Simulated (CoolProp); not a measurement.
Model: reference Helmholtz-energy equation of state, Lemmon 2006, in CoolProp. It is a short technical equation, of lower accuracy than the large ones.

Task: For R141b, give the phase and the speed of sound (m/s), Joule-Thomson coefficient (K/MPa) at 226.85 °C and 2.6 bar; 226.85 °C and 5.92 bar; 226.85 °C and 46.3 bar.

Result: 
- 226.85 °C and 2.6 bar: gas; speed of sound 193, Joule-Thomson coefficient 8.12
- 226.85 °C and 5.92 bar: gas; speed of sound 189, Joule-Thomson coefficient 8.39
- 226.85 °C and 46.3 bar: supercritical; speed of sound 121, Joule-Thomson coefficient 14.3
